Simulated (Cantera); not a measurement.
Input: 1 mol Si, a varied amount of Br2, 0.57 mol N2, held at 673 K and 1.00 bar.

Method: chemical equilibrium by Gibbs-energy minimisation in Cantera with the NASA 1993 tables (ideal gas, pure condensed phases). Candidate condensed phases: Br2, Si, Si3N4; 13 gas species. N2 is the only nitrogen source here; it is nearly inert below about 1500 K, so the nitride shown seldom forms there in practice. Kinetics and transport are ignored.

Which condensed phases are stable at each of these points (n(Br2) (mol)): 0.88, 1.2, 1.6, 2.1, 2.8, 3.8, 5.1, 6.8, 9.1?


| n(Br2) (mol) | condensed phases | Si condensed (%) |
|---|---|---|
| 0.88 | Si3N4(s) | 56.0 |
| 1.2 | Si3N4(s) | 40.0 |
| 1.6 | Si3N4(s) | 20.0 |
| 2.1 | gas only | 0.0 |
| 2.8 | gas only | 0.0 |
| 3.8 | gas only | 0.0 |
| 5.1 | gas only | 0.0 |
| 6.8 | gas only | 0.0 |
| 9.1 | gas only | 0.0 |

From 0.88 mol Br2 to 1.6 mol Br2 the condensed part is Si3N4(s). From 2.1 mol Br2 to 9.1 mol Br2 nothing is condensed.
